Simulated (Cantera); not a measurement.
Input: 1 mol Al, 0.97 mol H2O, 1.1 mol H2, 1.9 mol O2, held at 1725 °C and 0.270 Torr.

Equilibrium computed with Cantera from the NASA thermochemical tables; the gas is ideal and each condensed phase is pure. Candidate condensed phases: Al, Al2O3, H2O; 19 gas species. Equilibrium is a limit: real reactors are often held back by kinetics, nucleation or transport.

Base state: H2O 0.697, O2 0.213, OH 0.0390, H2 0.0227, O 0.0160, H 0.0127, AlO2H 1.22e-5 (mole fractions); condensed: Al2O3(s).

Q: What changes in the equilibrium state with this change: H2 from 1.1 to 36 mol?

A: 
```csv
species,before,after
H2,0.0227,0.838
H2O,0.697,0.0842
H,0.0127,0.0775
O2,0.213,2.27e-6
O,0.0160,5.24e-5
OH,0.0390,0.000775
AlO2H,1.22e-5,4.26e-6
"Al2O3(s), mol",0.500,0.500
```
